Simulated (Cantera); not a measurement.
A jet of CH4 : O2 : N2 = 0.014 : 0.064 : 0.79 (molar parts) at 300 K and 3700 Pa hits a platinum plate 8.7 cm away at a mass flux of 0.023 kg/m²/s; the plate temperature is set and raised in steps from an oxygen-covered start.

Cantera simulation using Deutschmann's 1995 Pt surface mechanism with GRI-Mech 3.0 gas chemistry; the numbers are that mechanism's predictions, not measurements. Catalytic surfaces can have several steady states; this one follows from the mechanism file's or the stated starting coverage.

One state of this run: wall x CH4 = 0.00607; wall x O2 = 0.0524; wall x H2O = 0.0187; wall x OH = 9.77e-8; wall x CO = 4.01e-6; wall x CO2 = 0.0122; θ free Pt = 0.361; θ O* = 0.638. x: mole fraction at the wall; θ: surface coverage.

### Question
Which value of plate T (K) does it belong to?
A) 1000
B) 950
C) 1050
D) 850

### Answer
B, 950
